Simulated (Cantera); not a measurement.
Feed: 1 mol Si₃H₈, 260 mol N₂, 0.034 mol CH₄, at 315 Torr.

Method: chemical equilibrium by Gibbs-energy minimisation in Cantera with the NASA 1993 tables (ideal gas, pure condensed phases). Candidate condensed phases: C, C₆H₆, C₇H₈, C₈H₁₈, Si, SiC, Si₃N₄; 105 gas species. The feed counts by its element totals alone. N₂ is the only nitrogen source here; it is nearly inert below about 1500 K, so the nitride shown seldom forms there in practice. The numbers say what is thermodynamically allowed, not how fast it happens.

x: gas mole fraction; n: condensed amount in mol.

```json
[
 {"T (°C)": "700", "x N₂": "0.984", "x H₂": "0.0155", "x HCN": "4.11e-7", "x H": "2.08e-10", "x CH₄": "1.30e-5", "x HNC": "4.96e-10", "n C(graphite)": "0.0305", "n Si₃N₄(s)": "1.00"},
 {"T (°C)": "800", "x N₂": "0.984", "x H₂": "0.0155", "x HCN": "1.91e-6", "x H": "2.69e-9", "x CH₄": "4.64e-6", "x HNC": "4.63e-9", "n C(graphite)": "0.0323", "n Si₃N₄(s)": "1.00"},
 {"T (°C)": "900", "x N₂": "0.984", "x H₂": "0.0155", "x HCN": "6.78e-6", "x H": "2.27e-8", "x CH₄": "1.97e-6", "x HNC": "2.94e-8", "n C(graphite)": "0.0317", "n Si₃N₄(s)": "1.00"},
 {"T (°C)": "1000", "x N₂": "0.984", "x H₂": "0.0155", "x HCN": "___", "x H": "___", "x CH₄": "___", "x HNC": "___", "n C(graphite)": "___", "n Si₃N₄(s)": "1.00"},
 {"T (°C)": "1100", "x N₂": "0.984", "x H₂": "0.0155", "x HCN": "4.90e-5", "x H": "6.40e-7", "x CH₄": "5.08e-7", "x HNC": "5.27e-7", "n C(graphite)": "0.0209", "n Si₃N₄(s)": "1.00"},
 {"T (°C)": "1200", "x N₂": "0.984", "x H₂": "0.0155", "x HCN": "0.000107", "x H": "2.43e-6", "x CH₄": "2.95e-7", "x HNC": "1.66e-6", "n C(graphite)": "0.00527", "n Si₃N₄(s)": "1.00"},
 {"T (°C)": "1300", "x N₂": "0.984", "x H₂": "0.0155", "x HCN": "0.000127", "x H": "___", "x CH₄": "___", "x HNC": "___", "n C(graphite)": "0", "n Si₃N₄(s)": "1.00"},
 {"T (°C)": "1400", "x N₂": "0.984", "x H₂": "0.0154", "x HCN": "0.000126", "x H": "2.18e-5", "x CH₄": "3.94e-8", "x HNC": "3.52e-6", "n C(graphite)": "0", "n Si₃N₄(s)": "1.000"},
 {"T (°C)": "1500", "x N₂": "0.984", "x H₂": "0.0154", "x HCN": "0.000125", "x H": "5.45e-5", "x CH₄": "1.59e-8", "x HNC": "4.46e-6", "n C(graphite)": "0", "n Si₃N₄(s)": "1.000"}
]
```

Q: Fill in the missing entries.

A: 
- 1000, x HCN: 1.97e-5
- 1000, x H: 1.37e-7
- 1000, x CH₄: 9.49e-7
- 1000, x HNC: 1.40e-7
- 1000, n C(graphite): 0.0285
- 1300, x H: 7.80e-6
- 1300, x CH₄: 1.09e-7
- 1300, x HNC: 2.68e-6
